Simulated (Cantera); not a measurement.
Feed: 1 mol n-butane, 13 mol H2, 13 mol N2, equilibrated at 53.0 bar.

Cantera equilibrium calculation (NASA polynomials, part measured and part estimated; ideal gas, pure solids and liquids). Candidate condensed phases: C, C6H6, C7H8, C8H18; 92 gas species. The ideal-gas law is rough above about 30 bar. The numbers say what is thermodynamically allowed, not how fast it happens.

x: gas mole fraction; n: condensed amount in mol.

| T (K) | x H2 | x N2 | x CH4 | x NH3 | x HCN | n C(graphite) |
|---|---|---|---|---|---|---|
| 800 | 0.345 | 0.481 | 0.151 | 0.0223 | 6.81e-10 | 0 |
| 1000 | 0.365 | 0.481 | 0.149 | 0.00472 | 4.80e-7 | 0 |
| 1200 | 0.394 | 0.474 | 0.130 | 0.00173 | 3.22e-5 | 0.433 |
| 1400 | (withheld) | 0.443 | (withheld) | (withheld) | (withheld) | (withheld) |
| 1600 | 0.543 | 0.430 | 0.0255 | 0.000649 | 0.000989 | 3.19 |
| 1800 | 0.560 | 0.423 | 0.0128 | 0.000422 | 0.00299 | 3.50 |
| 2000 | 0.566 | 0.419 | (withheld) | (withheld) | (withheld) | 3.51 |
| 2200 | 0.564 | 0.413 | 0.00443 | 0.000214 | 0.0145 | 3.28 |

Q: Complete the blanks.

A: 
- 1400, x H2: 0.499
- 1400, x CH4: 0.0569
- 1400, x NH3: 0.00106
- 1400, x HCN: 0.000233
- 1400, n C(graphite): 2.32
- 2000, x CH4: 0.00720
- 2000, x NH3: 0.000293
- 2000, x HCN: 0.00717
